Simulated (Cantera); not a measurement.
Equilibrium for silicon etching in halogen gases: Si + HCl + H₂

Input: 1 mol Si, 14 mol HCl, 76 mol H₂, held at 1325 °C.

These are equilibrium values from Cantera (NASA tables, ideal gas, pure condensed phases), not measurements of a reactor. Candidate condensed phases: Si; 19 gas species. The tables' values for SiCl₃, SiCl are old estimates; treat these amounts as uncertain. Kinetics and transport are ignored.

| P (Pa) | x H₂ | x HCl | x H | x SiCl₂ | x Cl | x SiCl₃ | x Si | x SiCl₄ |
|---|---|---|---|---|---|---|---|---|
| 1 | 0.839 | 0.133 | 0.0154 | 0.00956 | 0.00193 | 6.05e-6 | 0.00124 | 9.47e-9 |
| 5.20 | 0.849 | 0.133 | 0.00680 | 0.0107 | 0.000840 | 1.53e-5 | 0.000269 | 5.42e-8 |
| 27 | 0.853 | 0.133 | 0.00299 | 0.0110 | 0.000369 | 3.58e-5 | 5.33e-5 | 2.89e-7 |
| 140 | 0.854 | 0.133 | 0.00131 | 0.0110 | 0.000162 | 8.17e-5 | 1.03e-5 | 1.50e-6 |
| 720 | 0.855 | 0.133 | 0.000580 | 0.0109 | 7.14e-5 | 0.000184 | 1.99e-6 | 7.66e-6 |
| 3700 | 0.856 | 0.133 | 0.000256 | 0.0106 | 3.14e-5 | 0.000405 | 3.78e-7 | 3.82e-5 |
| 19000 | 0.857 | 0.132 | 0.000113 | 0.00989 | 1.38e-5 | 0.000849 | 6.95e-8 | 0.000180 |
| 100000 | 0.859 | 0.130 | 4.93e-5 | 0.00802 | 5.90e-6 | 0.00155 | 1.11e-8 | 0.000743 |
x: gas mole fraction; nothing condenses.

From 1.00 Pa to 100000 Pa nothing is condensed. The main Si-bearing gas is SiCl₂ throughout.
